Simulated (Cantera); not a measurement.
An adiabatic, constant-pressure homogeneous reactor starts with CH₄ : O₂ : N₂ = 1 : 1.33 : 5.01 (molar parts), at 1073 K and 1.01 bar. Integrator tolerance rtol = 1e-08.

Cantera simulation using GRI-Mech 3.0 (53 species, 325 reactions); the numbers are that mechanism's predictions, not measurements.

Task: What does this change do: initial temperature 1073 to 1625 K?

Result: 
```json
[
 {"quantity": "time of steepest temperature rise", "before": "0.398 s", "after": "0.429 ms"},
 {"quantity": "temperature at 2.00 s", "before": "2456 K", "after": "2765 K"},
 {"quantity": "equilibrium temperature", "before": "2456 K", "after": "2765 K"},
 {"quantity": "x(CH₄) at 2.00 s", "before": "<1e-12 (gas-phase equilibrium 1.01e-12)", "after": "<1e-12 (gas-phase equilibrium <1e-12)"},
 {"quantity": "x(O₂) at 2.00 s", "before": "0.000117 (gas-phase equilibrium 0.000117)", "after": "0.00160 (gas-phase equilibrium 0.00160)"},
 {"quantity": "x(H₂) at 2.00 s", "before": "0.0751 (gas-phase equilibrium 0.0751)", "after": "0.0738 (gas-phase equilibrium 0.0738)"},
 {"quantity": "x(O) at 2.00 s", "before": "0.000126 (gas-phase equilibrium 0.000126)", "after": "0.00189 (gas-phase equilibrium 0.00189)"},
 {"quantity": "x(HCN) at 2.00 s", "before": "1.84e-8 (gas-phase equilibrium 1.84e-8)", "after": "1.98e-8 (gas-phase equilibrium 1.98e-8)"},
 {"quantity": "x(NO) at 2.00 s", "before": "0.000447 (gas-phase equilibrium 0.000447)", "after": "0.00270 (gas-phase equilibrium 0.00270)"}
]
```

Task: What does this change do: N2 5.01 to 7.4 parts?

Result: 
```
quantity                                                              before                                      after
---------------------------------  -----------------------------------------  -----------------------------------------
time of steepest temperature rise                                    0.398 s                                    0.570 s
temperature at 2.00 s                                                 2456 K                                     2205 K
equilibrium temperature                                               2456 K                                     2205 K
x(CH₄) at 2.00 s                     <1e-12 (gas-phase equilibrium 1.01e-12)  1.47e-12 (gas-phase equilibrium 1.67e-12)
x(O₂) at 2.00 s                    0.000117 (gas-phase equilibrium 0.000117)    6.59e-6 (gas-phase equilibrium 6.59e-6)
x(H₂) at 2.00 s                        0.0751 (gas-phase equilibrium 0.0751)      0.0602 (gas-phase equilibrium 0.0602)
x(O) at 2.00 s                     0.000126 (gas-phase equilibrium 0.000126)    7.18e-6 (gas-phase equilibrium 7.18e-6)
x(HCN) at 2.00 s                     1.84e-8 (gas-phase equilibrium 1.84e-8)    1.40e-8 (gas-phase equilibrium 1.40e-8)
x(NO) at 2.00 s                    0.000447 (gas-phase equilibrium 0.000447)    6.83e-5 (gas-phase equilibrium 6.83e-5)
```
